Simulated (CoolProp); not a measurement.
The fluid at 298.15 K and 0.93 MPa is throttled through a valve to 0.357 MPa with no heat exchange. The same conditions are run with several fluids, on thermodynamics alone (safety and materials aside).

The numbers come from the reference Helmholtz-energy equation of state of each fluid (carbonyl sulfide: Lemmon 2006; CH2F2 (R32): Tillner-Roth 1997; ethane: Bücker 2006; CH3F (R41): Lemmon 2006; oxygen: Schmidt 1985) in CoolProp.

| fluid | temperature change (K) | final density (kg/m³) |
|---|---|---|
| carbonyl sulfide | … | 9.48 |
| CH2F2 (R32) | … | … |
| ethane | … | 4.56 |
| CH3F (R41) | … | … |
| oxygen | -1.5 | … |

Question: Fill in the missing entries.

Answer: 
- carbonyl sulfide, temperature change (K): -12.9
- CH2F2 (R32), temperature change (K): -15.5
- CH2F2 (R32), final density (kg/m³): 8.36
- ethane, temperature change (K): -6.7
- CH3F (R41), temperature change (K): -10.7
- CH3F (R41), final density (kg/m³): 5.26
- oxygen, final density (kg/m³): 4.64
